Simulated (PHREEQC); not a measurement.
Synthetic water in mmol/kgw, 95 °C, pH 6.3: Na 90.8; K 22.2; Ca 1.92; Mg 1.83; Cl 116; S(6) 2.98; Alkalinity (meq/kgw) 2.61; B 3.14; Si 0.183.

Valence states are taken as typed.

Equilibrium calculation in PHREEQC: Pitzer model, pitzer.dat.

**Question.** The ionic strength comes out as 0.129 mol/kgw. What activity coefficients do Na+, K+, CO3-2, Mg+2, Cl- get?

**Answer.** Na+ 0.74, K+ 0.73, CO3-2 0.24, Mg+2 0.28, Cl- 0.72. Single-ion values are on the MacInnes scale.

No solid was allowed to form. Away from 25 °C the constants follow the database's enthalpies or fits; those with neither stay at their 25 °C values.
